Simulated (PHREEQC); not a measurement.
Metal-bearing waste water: an equilibrium model

Consider water at 25 °C with 170 mmol/kgw FeSO4, 2.7 mmol/kgw NaHCO3 and 69 mmol/kgw NaCl. Closed to the air; pH follows from the charge balance.

Equilibrium calculation in PHREEQC: ion-association model, phreeqc.dat.

```json
{
  "pH": "6.83",
  "ionic_strength": "0.433 mol/kgw",
  "activity_of_water": "0.993",
  "specific_conductance": "18900 µS/cm",
  "density": "1.025 g/cm³",
  "total_alkalinity": "2.70 meq/kg"
}
```

```tsv
species	molality	activity	log γ
Fe+2	0.0917	0.0239	-0.584
SO4-2	0.0891	0.0194	-0.663
FeSO4	0.0744	0.0822	0.043
Cl-	0.0670	0.0442	-0.181
Na+	0.0652	0.0469	-0.143
NaSO4-	0.00651	0.00455	-0.155
FeCl+	0.00199	0.00146	-0.136
FeHCO3+	0.00170	0.00124	-0.136
HCO3-	0.000743	0.000520	-0.155
CO2	0.000159	0.000175	0.043
FeCO3	8.51e-5	9.40e-5	0.043
FeOH+	7.31e-5	5.04e-5	-0.161
```

Precipitation was switched off in this run. The solution is supersaturated, for example in Siderite, so a real one may precipitate; this is no full list. Species that the database lacks are ignored.
